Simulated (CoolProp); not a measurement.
A Linde-Hampson liquefier for nitrogen: isothermal reversible compression at 230 K from 1 atm to 10 MPa, throttling to 1 atm, return gas leaving the recuperator 0 K below the feed. Each further row changes one setting.

Values from CoolProp's reference Helmholtz-energy equation of state, Span 2000.

| case | liquid yield per pass | compression work (kJ/kg of gas) |
|---|---|---|
| as stated | 0.098 | 307 |
| high pressure 20 MPa | 0.161 | 351 |
| warm-end temperature 260 K | 0.068 | 351 |
| warm-end gap 5 K | 0.085 | 307 |
